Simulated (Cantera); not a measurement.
Input (Python, Cantera) and output of one run.

```python
import numpy as np
import cantera as ct

gas_names = """
    AL ALCL ALCL2 ALCL3 ALH ALN AL2 AL2CL6 CL CL2 H HCL H2 N NH NH2 NH3 N2 N2H2 N2H4
""".split()
cond_names = """
    AL(cr) AL(L) ALCL3(s) ALCL3(L) ALN(s) NH4CL(a) NH4CL(b)
""".split()


def load(file, names, dense=False):
    # The tables refer to 1 bar. Condensed volumes are neglected.
    table = {s.name: s for s in ct.Species.list_from_file(file)}
    out = []
    for n in names:
        d = dict(table[n].input_data)
        d["thermo"] = dict(d["thermo"], **{"reference-pressure": 1e5})
        if dense:
            d["equation-of-state"] = {"model": "constant-volume", "density": "1e6 g/cm^3"}
        out.append(ct.Species.from_dict(d))
    return out


gas = ct.Solution(thermo="ideal-gas", species=load("nasa_gas.yaml", gas_names))
cond = {s.name: ct.Solution(thermo="fixed-stoichiometry", species=[s], name=s.name)
        for s in load("nasa_condensed.yaml", cond_names, dense=True)}
atoms = {
    'Al': {'AL': 1},
    'HCl': {'H': 1, 'CL': 1},
    'N2': {'N': 2},
}
top_T = {'ALN(s)': 2750}  # K; cautious upper limits of use, not melting points


def equilibrate(T, P, feed):
    n = {}
    for name, mol in feed.items():
        for a, k in atoms[name].items():
            n[a] = n.get(a, 0.0) + k * mol
    gas.TPX = T, P, n
    mass = sum(n.values()) * gas.mean_molecular_weight
    gas.equilibrate("TP")
    valid = [c for c in cond.values() if c.min_temp <= T <= top_T.get(c.name, c.max_temp)]
    mix = ct.Mixture([(gas, mass / gas.mean_molecular_weight)] + [(c, 0.0) for c in valid])
    mix.T, mix.P = T, P
    mix.equilibrate("TP", solver="vcs", rtol=1e-11, max_steps=5000)
    return mix


results = []
feed = {'Al': 1, 'HCl': 6.9, 'N2': 250}  # mol
P = 3600  # Pa
for T in [800, 900, 1000, 1100, 1200, 1300, 1400, 1500, 1600, 1700, 1800, 1900, 2000]:
    mix = equilibrate(T, P, feed)
    results.append((T, P, feed, dict(zip(mix.species_names, mix.species_moles))))

top = {s: max(r[3][s] / sum(r[3][g] for g in gas_names) for r in results) for s in gas_names}
cols = sorted((s for s in top if top[s] > 1e-06), key=lambda s: -top[s])[:7]
seen = [c for c in cond_names if any(r[3].get(c, 0) > 1e-12 for r in results)]
print("log10 of partial pressures in bar; condensed amounts in mol")
print(f"{'T/K':>10s}" + "".join(f"{s[:9]:>10s}" for s in cols + seen))
for T, P, feed, n in results:
    ng = sum(n[g] for g in gas_names)
    print(f"{T:10.4g}" + "".join(f"{np.log10(max(n[s] / ng * P / 1e5, 1e-99)):10.3f}" for s in cols)
          + "".join(f"{n.get(c, 0):10.4g}" for c in seen))
```

Result:

```
log10 of partial pressures in bar; condensed amounts in mol
       T/K        N2       HCL        H2     ALCL3      ALCL        CL     ALCL2
       800    -1.455    -3.262    -3.677    -3.853   -15.790   -12.946   -11.367
       900    -1.455    -3.262    -3.677    -3.853   -13.309   -11.366    -9.861
      1000    -1.455    -3.262    -3.677    -3.853   -11.332   -10.098    -8.661
      1100    -1.455    -3.262    -3.677    -3.853    -9.719    -9.059    -7.683
      1200    -1.455    -3.261    -3.677    -3.853    -8.380    -8.190    -6.871
      1300    -1.455    -3.261    -3.677    -3.855    -7.253    -7.452    -6.189
      1400    -1.455    -3.259    -3.680    -3.862    -6.301    -6.816    -5.615
      1500    -1.455    -3.252    -3.690    -3.885    -5.515    -6.255    -5.146
      1600    -1.455    -3.233    -3.719    -3.949    -4.917    -5.740    -4.802
      1700    -1.455    -3.202    -3.772    -4.074    -4.515    -5.257    -4.597
      1800    -1.456    -3.173    -3.838    -4.266    -4.262    -4.816    -4.507
      1900    -1.456    -3.156    -3.889    -4.528    -4.102    -4.434    -4.506
      2000    -1.457    -3.157    -3.903    -4.871    -4.000    -4.123    -4.580
```

Method: chemical equilibrium by Gibbs-energy minimisation in Cantera with the NASA 1993 tables (ideal gas, pure condensed phases). The tables' values for AlCl2 are old estimates; treat these amounts as uncertain.
